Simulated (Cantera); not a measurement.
Charge: 1 mol Si, 3.2 mol HF, equilibrated at 1300 K and 50.0 mbar.

Cantera equilibrium calculation (NASA polynomials, part measured and part estimated; ideal gas, pure solids and liquids). Candidate condensed phases: Si; 25 gas species. The tables' values for SiF3, SiF2 are old estimates; treat these amounts as uncertain. The numbers say what is thermodynamically allowed, not how fast it happens.

Base state: H2 0.656, SiF4 0.305, SiHF3 0.0192, SiF3 0.0168, HF 0.000973, SiF2 0.000787, SiH2F2 0.000576 (mole fractions); condensed: Si(s).

### Question
What changes in the equilibrium state with this change: 0.014 mol Cl2 added?

### Answer
```tsv
species	before	after
H2	0.656	0.647
SiF4	0.305	0.304
SiHF3	0.0192	0.0190
HCl	0	0.0106
SiF3	0.0168	0.0167
SiCl2	0	0.000462
SiCl3	0	1.51e-5
Si(s), mol	0.177	0.176
```
The tables' values for SiF3, SiF2, SiCl3 are old estimates; treat these amounts as uncertain.

### Question
What changes in the equilibrium state with this change: temperature from 1300 K to 848 K?

### Answer
```json
[
 {"species": "H2", "before": "0.656", "after": "0.662"},
 {"species": "SiF4", "before": "0.305", "after": "0.324"},
 {"species": "SiHF3", "before": "0.0192", "after": "0.0144"},
 {"species": "SiF3", "before": "0.0168", "after": "3.92e-5"},
 {"species": "SiF2", "before": "0.000787", "after": "2.03e-8"},
 {"species": "HF", "before": "0.000973", "after": "1.69e-6"},
 {"species": "SiH2F2", "before": "0.000576", "after": "0.000367"},
 {"species": "Si(s), mol", "before": "0.177", "after": "0.191"}
]
```
The tables' values for SiF3 are old estimates; treat these amounts as uncertain.
